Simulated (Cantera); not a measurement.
**Thermodynamics of abatement and gas-phase synthesis, feed HI + O2 + H2**

A closed system holds: 1 mol HI, 2.3 mol O2, 0.12 mol H2, equilibrated at 10000 Pa.

Method: chemical equilibrium by Gibbs-energy minimisation in Cantera with the NASA 1993 tables (ideal gas, pure condensed phases). Candidate condensed phases: H2O, I2; 12 gas species. Rates play no part.

```tsv
T (K)	x O2	x O	x I	x H2O	x H	x OH	x H2
2075	0.546	0.00272	0.275	0.166	0.000158	0.00848	0.000354
2225	0.540	0.00735	0.274	0.161	0.000622	0.0157	0.000921
2375	0.528	0.0174	0.271	0.152	0.00203	0.0265	0.00208
2525	0.507	0.0369	0.266	0.138	0.00568	0.0407	0.00411
2675	0.474	0.0707	0.258	0.118	0.0138	0.0570	0.00711
2825	0.426	0.123	0.246	0.0916	0.0291	0.0721	0.0106
2975	0.361	0.197	0.230	0.0622	0.0536	0.0807	0.0135
3125	0.286	0.289	0.211	0.0352	0.0853	0.0783	0.0140
3275	0.209	0.388	0.192	0.0162	0.117	0.0652	0.0117
```
x: gas mole fraction; nothing condenses.

From 2075 K to 3275 K nothing is condensed.
